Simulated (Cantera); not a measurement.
A perfectly stirred reactor is fed with CH₃OH : O₂ : N₂ = 0.0049 : 0.0098 : 1 (molar parts), at 1.00 atm; it is held at 1350 K, and followed from long to short residence time.

Detailed kinetics in Cantera: GRI-Mech 3.0 (53 species, 325 reactions). GRI-Mech 3.0 was tuned for natural gas; its chemistry of methanol as a main component is partial and can be far from experiment.

What does this change do: 0.0038 parts H2 added?


```tsv
quantity	before	after
x(CH₃OH) at τ = 0.530 s	1.16e-6	7.06e-7
x(O₂) at τ = 0.530 s	0.00246	0.000703
x(CH₄) at τ = 0.530 s	9.07e-10	8.61e-9
x(NO) at τ = 0.530 s	1.01e-6	1.67e-6
x(C₂H₄) at τ = 0.530 s	<1e-12	<1e-12
x(CH₃OH) at τ = 11.0 ms	7.49e-6	4.71e-6
x(O₂) at τ = 11.0 ms	0.00303	0.00153
x(CH₄) at τ = 11.0 ms	2.93e-7	9.28e-7
x(NO) at τ = 11.0 ms	1.33e-6	3.17e-6
x(C₂H₄) at τ = 11.0 ms	8.37e-11	3.78e-10
```
